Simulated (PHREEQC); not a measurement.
Consider water at 25 °C with 0.0039 mol/kgw H2SO4, 0.0022 mol/kgw NaCl and 4.7e-05 mol/kgw MnSO4. Closed to the air; pH follows from the charge balance.

Computed with PHREEQC (ion-association model, wateq4f.dat).

This is a speciation only: nothing precipitates in the calculation.

**Question.** What pH, ionic strength does the model give?

**Answer.** pH 2.22; ionic strength 0.0117 mol/kgw.

**Question.** In which forms is Mn present?

**Answer.** Mn+2 82 %, MnSO4 17 % of the Mn.
